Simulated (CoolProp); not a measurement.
Vapour-liquid equilibrium of CHF3 (R23) (1) + R152A (2) at 237.7 K; x and y are mole fractions of (1).

Model: multi-fluid Helmholtz-energy mixture model, Penoncello 2003 and Outcalt 1996; pair parameters Bell 2016, in CoolProp.

| x | bubble pressure (MPa) | y at the bubble point | dew pressure at overall composition x (MPa) | liquid density (mol/L) |
|---|---|---|---|---|
| 0.05 | 0.09038 | 0.366 | 0.06232 | 15.80 |
| 0.15 | ___ | ___ | 0.06912 | ___ |
| 0.25 | 0.2252 | 0.788 | 0.07757 | 16.34 |
| 0.35 | 0.2982 | 0.858 | 0.08836 | 16.61 |
| 0.45 | 0.3743 | 0.902 | 0.1026 | 16.87 |
| 0.55 | 0.4528 | ___ | 0.1223 | ___ |
| 0.65 | ___ | 0.953 | 0.1513 | 17.33 |
| 0.75 | 0.6159 | 0.970 | 0.1983 | 17.53 |
| 0.85 | 0.7005 | 0.983 | 0.2876 | 17.69 |
| 0.95 | 0.7881 | 0.995 | 0.5199 | 17.80 |

Problem. Some entries are withheld; supply them.

Solution. 
- 0.15, bubble pressure (MPa): 0.1557
- 0.15, y at the bubble point: 0.662
- 0.15, liquid density (mol/L): 16.07
- 0.55, y at the bubble point: 0.931
- 0.55, liquid density (mol/L): 17.11
- 0.65, bubble pressure (MPa): 0.5334

No azeotrope shows between x = 0.05 and 0.95.

Pair parameters are fitted to limited data, so mixtures are less certain than the pure fluids.
